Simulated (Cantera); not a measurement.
A Cantera script and what it prints.

```python
import numpy as np
import cantera as ct

gas_names = """
    Fe FeO Fe(OH)2 H HO2 H2 H2O H2O2 O OH O2 O3
""".split()
cond_names = """
    Fe(a) Fe(c) Fe(d) Fe(L) FeO(s) FeO(L) Fe(OH)2(s) Fe(OH)3(s) Fe2O3(s) Fe3O4(s) H2O(s) H2O(L)
""".split()


# ... load() reads the species with a 1 bar reference pressure and builds the phases ...
atoms = {
    'Fe3O4': {'Fe': 3, 'O': 4},
    'H2': {'H': 2},
}
top_T = {'Fe2O3(s)': 1830, 'Fe3O4(s)': 1870}  # K; cautious upper limits of use, not melting points


# ... equilibrate(T, P, feed) seeds the gas with the atoms and calls Mixture.equilibrate('TP', solver="vcs", rtol=1e-11, max_steps=5000) ...
results = []
feed = {'Fe3O4': 1, 'H2': 190}  # mol
T = 700  # K
P = 810  # Pa
mix = equilibrate(T, P, feed)
results.append((T, P, feed, dict(zip(mix.species_names, mix.species_moles))))
x = sorted(zip(gas.X, gas.species_names), reverse=True)
print(f"T = {T:g} K  P = {P:g} Pa  gas = {mix.phase_moles(0):.4g} mol")
print("   x: " + "  ".join(f"{s} {v:.3e}" for v, s in x if v > 1e-05))
print("   condensed (mol): " + ("  ".join(f"{mix.phase(i).name} {mix.phase_moles(i):.4g}"
      for i in range(1, mix.n_phases) if mix.phase_moles(i) > 1e-12) or "none"))
```

It prints:

```
T = 700 K  P = 810 Pa  gas = 190 mol
   x: H2 9.789e-01  H2O 2.105e-02
   condensed (mol): Fe(a) 3
```

These are equilibrium values from Cantera (NASA tables, ideal gas, pure condensed phases), not measurements of a reactor.
